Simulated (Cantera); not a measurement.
A Cantera script and what it prints.

```python
import numpy as np
import cantera as ct

gas_names = """
    C CO COS CO2 CS CS2 C2 C2O C3 C3O2 C4 C5 Fe FeC5O5 FeO O O2 O3 S SO SO2 SO3 S2 S2O S8
""".split()
cond_names = """
    C(gr) Fe(a) Fe(c) Fe(d) Fe(L) FeC5O5(L) FeO(s) FeO(L) FeS(a) FeS(b) FeS(c) FeS(L) FeSO4(s) FeS2(s)
    Fe2O3(s) Fe2S3O12(s) Fe3O4(s) S(cr1) S(cr2) S(L)
""".split()


# ... load() reads the species with a 1 bar reference pressure and builds the phases ...
atoms = {
    'FeS2': {'Fe': 1, 'S': 2},
    'SO3': {'S': 1, 'O': 3},
    'CO2': {'C': 1, 'O': 2},
    'O2': {'O': 2},
}
top_T = {'C(gr)': 4500, 'FeSO4(s)': 950, 'FeS2(s)': 1010, 'Fe2O3(s)': 1830, 'Fe2S3O12(s)': 1100, 'Fe3O4(s)': 1870}  # K; cautious upper limits of use, not melting points


# ... equilibrate(T, P, feed) seeds the gas with the atoms and calls Mixture.equilibrate('TP', solver="vcs", rtol=1e-11, max_steps=5000) ...
results = []
feed = {'FeS2': 1, 'SO3': 0.16, 'CO2': 2.1, 'O2': 0.14}  # mol
T = 1373  # K
P = 4100  # Pa
mix = equilibrate(T, P, feed)
results.append((T, P, feed, dict(zip(mix.species_names, mix.species_moles))))
x = sorted(zip(gas.X, gas.species_names), reverse=True)
print(f"T = {T:g} K  P = {P:g} Pa  gas = {mix.phase_moles(0):.4g} mol")
print("   x: " + "  ".join(f"{s} {v:.3e}" for v, s in x if v > 1e-06))
print("   condensed (mol): " + ("  ".join(f"{mix.phase(i).name} {mix.phase_moles(i):.4g}"
      for i in range(1, mix.n_phases) if mix.phase_moles(i) > 1e-12) or "none"))
```

Result:

```
T = 1373 K  P = 4100 Pa  gas = 2.945 mol
   x: CO2 6.083e-01  SO2 1.796e-01  S2 1.036e-01  CO 1.032e-01  SO 1.867e-03  S2O 1.791e-03  COS 1.558e-03  S 1.294e-05
   condensed (mol): FeS(c) 1
```

Cantera equilibrium calculation (NASA polynomials, part measured and part estimated; ideal gas, pure solids and liquids). FeS: taken at fixed stoichiometry.
